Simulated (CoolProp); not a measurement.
Vapour-liquid equilibrium of benzene (1) + o-xylene (2) at 182.55 °C; x and y are mole fractions of (1).

The numbers come from the multi-fluid Helmholtz-energy mixture model, Thol 2012 and Zhou 2012; pair parameters Bell 2016 in CoolProp.

```
x     bubble pressure (kPa)  y at the bubble point  dew pressure at overall composition x (kPa)  liquid density (mol/L)
----  ---------------------  ---------------------  -------------------------------------------  ----------------------
0.05                  284.3                  0.147                                        262.4                   6.965
0.2                   401.4                  0.479                                        297.9                   7.211
0.35                  535.8                  0.675                                        345.4                   7.462
0.5                   670.0                  0.791                                        412.4                   7.721
0.65                  795.6                  0.868                                        513.9                   7.996
0.8                   914.1                  0.927                                        682.2                   8.296
0.95                   1033                  0.981                                        963.6                   8.636
```

No azeotrope shows between x = 0.05 and 0.95.

The pair parameters rest on a limited set of measurements; away from them the model extrapolates. The gap from Raoult's law changes sign with composition, which may be real or a fault of the pair parameters; it wasn't checked against measurements.
